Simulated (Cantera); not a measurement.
Input: 1 mol SiC, 0.015 mol N2O, 3 mol N2, equilibrated at 1625 °C and 1.00 bar.

Cantera equilibrium calculation (NASA polynomials, part measured and part estimated; ideal gas, pure solids and liquids). Candidate condensed phases: C, Si, SiC, SiO2, Si2N2O, Si3N4; 34 gas species. Mutual solubility and eutectic melting of coexisting phases are not modelled. Equilibrium is a limit: real reactors are often held back by kinetics, nucleation or transport.

Base state: N2 0.995, CO 0.00462, SiO 0.000341 (mole fractions); condensed: SiC(s) + Si3N4(s).

Question: What changes in the equilibrium state with this change: temperature from 1625 °C to 1200 °C?

Answer: 
```json
[
 {"species": "N2", "before": "0.995", "after": "1.000"},
 {"species": "CO", "before": "0.00462", "after": "5.50e-5"},
 {"species": "SiO", "before": "0.000341", "after": "1.34e-8"},
 {"species": "SiC(s), mol", "before": "0.986", "after": "0"},
 {"species": "Si3N4(s), mol", "before": "0.00431", "after": "0.323"},
 {"species": "C(graphite), mol", "before": "0", "after": "1.000"},
 {"species": "Si2N2O(s), mol", "before": "0", "after": "0.0149"}
]
```
